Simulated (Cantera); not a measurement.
A closed system holds: 1 mol trisilylamine, 0.31 mol NH₃, 47 mol N₂, equilibrated at 1000 K and 13300 Pa.

Method: chemical equilibrium by Gibbs-energy minimisation in Cantera with the NASA 1993 tables (ideal gas, pure condensed phases). Candidate condensed phases: Si, Si₃N₄; 18 gas species. The feed counts by its element totals alone. Rates play no part.

Base state: N₂ 0.902, H₂ 0.0981 (mole fractions); condensed: Si₃N₄(s).

Problem. What changes in the equilibrium state with this change: NH₃ from 0.31 to 48 mol?

Solution. 
```json
[
 {"species": "H₂", "before": "0.0981", "after": "0.524"},
 {"species": "N₂", "before": "0.902", "after": "0.476"},
 {"species": "NH₃", "before": "2.26e-6", "after": "2.03e-5"},
 {"species": "Si₃N₄(s), mol", "before": "1.00", "after": "1.00"}
]
```

Problem. What changes in the equilibrium state with this change: temperature from 1000 K to 2025 K?

Solution. 
| species | before | after |
|---|---|---|
| N₂ | 0.902 | 0.904 |
| H₂ | 0.0981 | 0.0934 |
| H | 1.95e-9 | 0.00161 |
| Si | <1e-9 | 0.000437 |
| Si₂N | <1e-9 | 4.78e-5 |
| SiN | <1e-9 | 3.72e-5 |
| SiH | <1e-9 | 3.12e-5 |
| SiH₂ | <1e-9 | 1.14e-5 |
| Si₃N₄(s), mol | 1.00 | 0 |
| Si(l), mol | 0 | 2.97 |
The tables' values for SiN are old estimates; treat these amounts as uncertain. Gases not in the tables: Si₂H₆ and higher silanes.
